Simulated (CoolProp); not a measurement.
A single-stage vapour-compression cycle with hydrogen sulfide: evaporating at 278.15 K (dew point), condensing at 348.15 K (bubble point), superheat 8 K, subcooling 8 K, compressor efficiency 0.6, no pressure losses. Each further row changes one setting.

Computed with CoolProp (reference Helmholtz-energy equation of state, Lemmon 2006). It is a short technical equation, of lower accuracy than the large ones.

| case | cooling COP | pressure ratio | discharge temperature (K) | refrigerating effect (kJ/kg) | volumetric capacity (kJ/m³) |
|---|---|---|---|---|---|
| as stated | … | 4.86 | 488.7 | 318 | 6140 |
| evaporating temperature 283.15 K | 1.81 | … | 475.0 | 320 | 7060 |
| condensing temperature 343.15 K | 1.81 | 4.43 | 474.9 | 332 | 6390 |
| subcooling 13 K | … | 4.86 | 488.7 | 332 | 6410 |
| superheat 18 K | 1.60 | 4.86 | 506.5 | 331 | 6070 |
| compressor efficiency 0.5 | … | 4.86 | 520.0 | 318 | 6140 |

Task: What belongs in the gaps?

Result: 
- as stated, cooling COP: 1.62
- evaporating temperature 283.15 K, pressure ratio: 4.23
- subcooling 13 K, cooling COP: 1.69
- compressor efficiency 0.5, cooling COP: 1.35
